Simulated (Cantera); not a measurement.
Cantera run, input and output.

```python
import numpy as np
import cantera as ct

gas = ct.Solution("h2o2.yaml")
gas.TPX = 1275, 49000, {'H2': 1.2, 'O2': 1, 'N2': 13}
reactor = ct.IdealGasConstPressureReactor(gas, energy="off", clone=False)
net = ct.ReactorNet([reactor])
net.rtol, net.atol = 1e-08, 1e-18
show = ['H2', 'O2', 'H', 'O', 'H2O', 'OH']
times = np.geomspace(0.0006, 2, 15)

steps = ct.SolutionArray(gas, extra=["t"])
rows = []
print(f"{'t/s':>10s}{'T/K':>9s}{'P/Pa':>11s}" + "".join(f"{s:>11s}" for s in show))
for t in times:
    while net.time < t:
        t_next = net.step()
        steps.append(gas.state, t=t_next)
    rows.append([np.interp(t, steps.t, y) for y in (steps.T, steps.P, *steps(*show).X.T)])
    print(f"{t:10.3e}{rows[-1][0]:9.1f}{rows[-1][1]:11.4g}" + "".join(f"{x:11.3e}" for x in rows[-1][2:]))
rate = np.gradient(steps.T, steps.t)
print("integrator steps:", len(steps.t))
if steps.T.max() > steps.T[0] + 200:
    print(f"time of steepest temperature rise: {steps.t[rate.argmax()]:.4e} s")
gas.TPX = 1275, 49000, {'H2': 1.2, 'O2': 1, 'N2': 13}
gas.equilibrate("TP")
print(f"equilibrium (TP): T = {gas.T:.1f} K  " + "  ".join(f"{s} {gas[s].X[0]:.3e}" for s in show))
```

It prints:

```
       t/s      T/K       P/Pa         H2         O2          H          O        H2O         OH
 6.000e-04   1275.0    4.9e+04  2.996e-03  2.839e-02  3.782e-03  1.883e-03  7.614e-02  1.393e-03
 1.071e-03   1275.0    4.9e+04  1.087e-03  2.757e-02  7.224e-04  6.152e-04  8.022e-02  7.852e-04
 1.912e-03   1275.0    4.9e+04  3.221e-04  2.738e-02  1.051e-04  1.704e-04  8.158e-02  4.040e-04
 3.412e-03   1275.0    4.9e+04  9.030e-05  2.736e-02  1.517e-05  4.670e-05  8.198e-02  2.110e-04
 6.091e-03   1275.0    4.9e+04  2.674e-05  2.737e-02  2.566e-06  1.430e-05  8.210e-02  1.178e-04
 1.087e-02   1275.0    4.9e+04  8.866e-06  2.738e-02  5.344e-07  5.075e-06  8.215e-02  7.060e-05
 1.941e-02   1275.0    4.9e+04  3.348e-06  2.739e-02  1.354e-07  2.057e-06  8.216e-02  4.506e-05
 3.464e-02   1275.0    4.9e+04  1.421e-06  2.739e-02  4.019e-08  9.241e-07  8.217e-02  3.021e-05
 6.183e-02   1275.0    4.9e+04  6.614e-07  2.739e-02  1.343e-08  4.478e-07  8.218e-02  2.102e-05
 1.104e-01   1275.0    4.9e+04  3.303e-07  2.739e-02  4.913e-09  2.297e-07  8.218e-02  1.504e-05
 1.970e-01   1275.0    4.9e+04  1.749e-07  2.739e-02  1.940e-09  1.235e-07  8.219e-02  1.103e-05
 3.517e-01   1275.0    4.9e+04  9.891e-08  2.740e-02  8.378e-10  7.013e-08  8.219e-02  8.303e-06
 6.277e-01   1275.0    4.9e+04  6.192e-08  2.740e-02  4.174e-10  4.344e-08  8.219e-02  6.531e-06
 1.120e+00   1275.0    4.9e+04  4.560e-08  2.740e-02  2.631e-10  3.130e-08  8.219e-02  5.541e-06
 2.000e+00   1275.0    4.9e+04  4.028e-08  2.740e-02  2.176e-10  2.724e-08  8.219e-02  5.168e-06
integrator steps: 1835
equilibrium (TP): T = 1275.0 K  H2 3.942e-08  O2 2.740e-02  H 2.105e-10  O 2.658e-08  H2O 8.219e-02  OH 5.104e-06
```

Computed with Cantera and the H2/O2 subset of GRI-Mech 3.0, which has no nitrogen chemistry. The temperature is held fixed by assumption; the heat of reaction is taken as removed at once.
